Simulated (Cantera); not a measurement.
A closed system holds: 1 mol TiO2, 0.68 mol CO, 2.1 mol H2, held at 1050 °C and 1.40 mbar.

These are equilibrium values from Cantera (NASA tables, ideal gas, pure condensed phases), not measurements of a reactor. Candidate condensed phases: C, C6H6, C7H8, C8H18, H2O, Ti, TiC, TiO, TiO2, Ti2O3, Ti3O5, Ti4O7; 113 gas species. Mutual solubility and eutectic melting of coexisting phases are not modelled. Condensed phases not in the tables: Magnéli phases beyond Ti4O7. Kinetics and transport are ignored.

Base state: H2 0.753, CO 0.244, H2O 0.00280, CO2 0.000489, H 3.68e-5 (mole fractions); condensed: TiO2(rutile) + Ti4O7(s).

Question: What changes in the equilibrium state with this change: TiO2 replaced by MgO?

Answer: 
```tsv
species	before	after
H2	0.753	0.755
CO	0.244	0.245
Mg	0	5.88e-5
H2O	0.00280	5.02e-5
CO2	0.000489	8.77e-6
H	3.68e-5	3.68e-5
TiO2(rutile), mol	0.963	0
Ti4O7(s), mol	0.00914	0
MgO(s), mol	0	1.000
```
Further candidate phases: Mg, MgCO3, MgO, Mg(OH)2.

Question: What changes in the equilibrium state with this change: temperature from 1050 °C to 1327 °C?

Answer: 
```json
[
 {"species": "H2", "before": "0.753", "after": "0.731"},
 {"species": "CO", "before": "0.244", "after": "0.242"},
 {"species": "H2O", "before": "0.00280", "after": "0.0234"},
 {"species": "H", "before": "3.68e-5", "after": "0.00124"},
 {"species": "CO2", "before": "0.000489", "after": "0.00258"},
 {"species": "TiO2(rutile), mol", "before": "0.963", "after": "0.711"},
 {"species": "Ti4O7(s), mol", "before": "0.00914", "after": "0.0723"}
]
```
